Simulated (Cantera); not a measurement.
# Thermodynamics of halide evaporation, hydrolysis and transport, feed CuF₂ + H₂ + N₂

Feed: 1 mol CuF₂, 4.5 mol H₂, 0.54 mol N₂.

Cantera equilibrium calculation (NASA polynomials, part measured and part estimated; ideal gas, pure solids and liquids). Candidate condensed phases: Cu, CuF₂; 25 gas species. The numbers say what is thermodynamically allowed, not how fast it happens.

Stable condensed phases:

```
T in °C \ P in Pa
           0.10   0.46    2.2     10     46    220   1000   4600  22000 100000
   1377       A      A      A      A      A      B      B      B      B      B
   1327       A      A      A      A      B      B      B      B      B      B
   1277       A      A      A      A      B      B      B      B      B      B
   1227       A      A      A      B      B      B      B      B      B      B
   1177       A      A      A      B      B      B      B      B      B      B
   1127       A      A      B      B      B      B      B      B      B      B
   1077       A      B      B      B      B      B      B      B      B      B
   1027       A      B      B      B      B      B      B      B      B      B
    977       B      B      B      B      B      B      B      B      B      B
```

A: gas only; B: Cu.
